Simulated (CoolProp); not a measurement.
Vapour-liquid equilibrium of R22 (1) + R134a (2) at 2.06 MPa; x and y are mole fractions of (1).

The numbers come from the multi-fluid Helmholtz-energy mixture model, Kamei 1995 and Tillner-Roth 1994; pair parameters Bell 2016 in CoolProp.

Question: Give the bubble temperature and the first vapour's composition at x = 0.8, 0.875, 0.95. Is there an azeotrope?

Answer: x = 0.8: 328.1 K, y = 0.831; x = 0.875: 327.2 K, y = 0.895; x = 0.95: 326.3 K, y = 0.958. No azeotrope shows between x = 0.05 and 0.95.

Pair parameters are fitted to limited data, so mixtures are less certain than the pure fluids.
